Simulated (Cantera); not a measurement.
Input: 1 mol Fe₂O₃, a varied amount of CO, 4.7 mol N₂, held at 1198.15 K and 0.0180 bar.

Method: chemical equilibrium by Gibbs-energy minimisation in Cantera with the NASA 1993 tables (ideal gas, pure condensed phases). Candidate condensed phases: C, Fe, Fe(CO)₅, FeO, Fe₂O₃, Fe₃O₄; 27 gas species. The tables' stoichiometric FeO is somewhat more stable than real wüstite, so its field is too wide. FeO: taken at fixed stoichiometry. Equilibrium is a limit: real reactors are often held back by kinetics, nucleation or transport.

Question: At 1.9 mol CO, list the 3 most abundant gas species with their mole fractions, and the condensed phases.

Answer: N₂ 0.712, CO₂ 0.152, CO 0.136. Condensed: FeO(s).
